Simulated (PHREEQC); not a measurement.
Solution (25 °C): 13 mmol/kgw AlCl3 and 0.62 mmol/kgw Na2SiF6. Closed to the air; pH follows from the charge balance.

Computed with PHREEQC (ion-association model, wateq4f.dat).

This is a speciation only: nothing precipitates in the calculation.

Order these Al species by the share of Al that they hold, largest first: AlF2+, AlF+2, AlOH+2, Al+3.

Al+3 (72 %), AlF+2 (27 %), AlF2+ (0.57 %), AlOH+2 (0.16 %)

The pH is 2.68 and the ionic strength 0.0706 mol/kgw. Examples of supersaturated solids here: Quartz (slow to form), Chalcedony (slow to form). Others may be too. SiF6-2 is the database's only silicon fluoride. Fluoro complexes past AlF4- and FeF3 are missing from the database.
